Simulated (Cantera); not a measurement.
An isothermal, constant-pressure homogeneous reactor starts with 43.0 % CH₄, 55.9 % H₂, 1.12 % N₂, at 1800 K and 13300 Pa.

Detailed kinetics in Cantera: GRI-Mech 3.0 (53 species, 325 reactions). GRI-Mech 3.0 stops at C3 and has no aromatics, soot or wall deposition, so with more carbon than oxygen in the feed, carbon stays in small species such as C2H2 where larger ones or solid carbon would form.

x: mole fraction; the columns are a selection and need not sum to one.

```csv
t (s),x CH₄,x H₂,x C₂H₆,x CH₂,x CH₃
0.000100,0.429,0.559,9.81e-6,1.17e-7,0.00101
0.000217,0.427,0.560,6.56e-5,4.73e-7,0.00209
0.000469,0.420,0.562,0.000285,1.51e-6,0.00398
0.00102,0.395,0.577,?,2.82e-6,?
0.00220,0.335,0.616,0.000464,2.76e-6,0.00510
0.00477,0.251,0.673,0.000270,2.26e-6,0.00394
0.0103,0.163,0.732,0.000122,1.73e-6,0.00269
0.0224,0.0902,0.781,4.15e-5,1.22e-6,0.00161
0.0484,0.0437,0.812,1.09e-5,7.67e-7,0.000847
0.105,0.0195,0.828,2.39e-6,4.22e-7,0.000403
0.227,0.00868,0.835,5.09e-7,2.11e-7,0.000185
0.492,?,0.838,?,?,?
1.07,0.00261,0.839,6.65e-8,6.83e-8,5.66e-5
2.31,0.00230,0.839,5.65e-8,6.05e-8,4.99e-5
5.00,0.00228,0.839,5.61e-8,6.02e-8,4.96e-5
```

**Question.** Complete the blanks.

**Answer.** 
- 0.00102, x C₂H₆: 0.000565
- 0.00102, x CH₃: 0.00559
- 0.492, x CH₄: 0.00419
- 0.492, x C₂H₆: 1.37e-7
- 0.492, x CH₂: 1.08e-7
- 0.492, x CH₃: 9.06e-5
